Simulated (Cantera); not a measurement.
Feed: 1 mol HMDSO, 3.1 mol N2O, 130 mol N2, equilibrated at 75.0 mbar.

These are equilibrium values from Cantera (NASA tables, ideal gas, pure condensed phases), not measurements of a reactor. Candidate condensed phases: C, C6H6, C7H8, C8H18, H2O, Si, SiC, SiO2, Si2N2O, Si3N4; 151 gas species. The feed counts by its element totals alone. Mutual solubility and eutectic melting of coexisting phases are not modelled. Rates play no part.

What share of the Si ends up in condensed phases as a function of T (K), at 1025, 1125, 1225, 1325, 1425, 1525, 1625, 1725, 1825, 1925, 2025?


```
T (K)  Si condensed (%)                          as
-----  ----------------  --------------------------
1025              100.0  SiO2(β-quartz) + Si2N2O(s)
1125              100.0                   Si2N2O(s)
1225              100.0                   Si2N2O(s)
1325              100.0                   Si2N2O(s)
1425              100.0                   Si2N2O(s)
1525               99.9                   Si2N2O(s)
1625               99.3          SiC(s) + Si2N2O(s)
1725               95.8                      SiC(s)
1825               94.6                      SiC(s)
1925               92.8                      SiC(s)
2025               90.1                      SiC(s)
```
